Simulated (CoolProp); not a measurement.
A single-stage vapour-compression cycle with the fluid: evaporating at 283.15 K (dew point), condensing at 347.15 K (bubble point), superheat 5 K, subcooling 0 K, compressor efficiency 0.85, no pressure losses. The same conditions are run with several fluids, on thermodynamics alone (safety and materials aside).

Values from CoolProp's reference Helmholtz-energy equation of state of each fluid (dimethyl ether: Wu 2011; R236FA: Pan 2012; R152A: Outcalt 1996; vinyl chloride: Thol 2022; n-hexane: Thol 2019; propane: Lemmon 2009).

Task: Rank dimethyl ether, R236FA, R152A, vinyl chloride, n-hexane, propane by cooling COP, highest first.

Result: vinyl chloride (2.92), n-hexane (2.78), dimethyl ether (2.69), R152A (2.59), R236FA (2.29), propane (2.16)

```tsv
fluid	pressure ratio	discharge temperature (K)	refrigerating effect (kJ/kg)	volumetric capacity (kJ/m³)
dimethyl ether	5.27	371.8	266	2080
R236FA	6.78	347.2	75.3	811
R152A	5.53	374.3	180	2040
vinyl chloride	5.56	389.5	238	1610
n-hexane	11.8	347.2	234	85.6
propane	4.39	362.0	179	2400
```

The compression ends wet for: R236FA; n-hexane.
